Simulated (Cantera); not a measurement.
## Roasting and sulfation: CaCO3 + SO2 + O2

A closed system holds: 1 mol CaCO3, 0.2 mol SO2, 0.81 mol O2, at 1850 K and 0.0100 bar.

Cantera equilibrium calculation (NASA polynomials, part measured and part estimated; ideal gas, pure solids and liquids). Candidate condensed phases: C, Ca, CaCO3, CaO, CaS, CaSO4, S; 26 gas species. Rates play no part.

```yaml
x(CO2): 0.494
x(O2): 0.403
x(SO2): 0.0992
x(CO): 0.00265
x(O): 0.00122
x(SO3): 5.59e-5
x(SO): 5.34e-5
n(CaO(s)): 1.00 mol
gas_amount: 2.014 mol
log10 activity of CaS(s) (absent): -8.21
log10 activity of S(l) (absent): -8.50
log10 activity of C(graphite) (absent): -11.10
```
